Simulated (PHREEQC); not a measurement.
Solution (20 °C): 0.0046 mol/kgw H2SO4, 0.0085 mol/kgw NaCl and 0.17 mol/kgw KCl. Closed to the air; pH follows from the charge balance.

Model: Pitzer model, pitzer.dat, run in PHREEQC.

### Question
The ionic strength comes out as 0.191 mol/kgw. What activity coefficients do HSO4-, H+, SO4-2, K+, Na+ get?

### Answer
HSO4- 0.71, H+ 0.77, SO4-2 0.22, K+ 0.72, Na+ 0.74. Single-ion values are on the MacInnes scale.

This is a speciation only: nothing precipitates in the calculation. Complexes and solids missing from the database can't appear.
